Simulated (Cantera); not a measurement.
**Equilibrium for silicon oxide and oxynitride deposition: TEOS + N2O + N2**

Feed: 1 mol TEOS, 0.99 mol N2O, 16 mol N2, at 34.5 Torr.

Method: chemical equilibrium by Gibbs-energy minimisation in Cantera with the NASA 1993 tables (ideal gas, pure condensed phases). Candidate condensed phases: C, C6H6, C7H8, C8H18, H2O, Si, SiC, SiO2, Si2N2O, Si3N4; 151 gas species. The feed counts by its element totals alone. The numbers say what is thermodynamically allowed, not how fast it happens.

```csv
T (°C),log p N2,log p H2,log p CO,log p HCN,log p H,log p SiO,n C(graphite),n Si2N2O(s),n SiC(s)
1102,-1.61,-1.83,-2.18,-5.11,-6.38,-7.07,3.50,0.500,0
1152,-1.61,-1.83,-2.18,-4.94,-6.08,-6.52,3.50,0.500,0
1202,-1.61,-1.83,-2.18,-4.77,-5.80,-6.01,3.50,0.500,0
1252,-1.61,-1.83,-2.18,-4.62,-5.54,-5.52,3.49,0.499,0
1302,-1.61,-1.83,-2.18,-4.48,-5.30,-5.08,3.49,0.497,0
1352,-1.61,-1.84,-2.15,-4.35,-5.07,-4.64,2.01,0,0.984
1402,-1.61,-1.84,-2.15,-4.22,-4.86,-4.57,2.00,0,0.981
1452,-1.61,-1.84,-2.15,-4.11,-4.65,-4.50,2.00,0,0.978
1502,-1.61,-1.84,-2.15,-3.99,-4.46,-4.43,1.99,0,0.974
1552,-1.61,-1.85,-2.15,-3.89,-4.28,-4.37,1.97,0,0.970
1602,-1.61,-1.85,-2.15,-3.79,-4.11,-4.31,1.95,0,0.966
```
log p: log10 of the partial pressure in bar; n: condensed amount in mol.

From 1102 °C to 1302 °C the condensed part is C(graphite) + Si2N2O(s). From 1352 °C to 1602 °C the condensed part is C(graphite) + SiC(s). The main Si-bearing gas is SiO throughout.
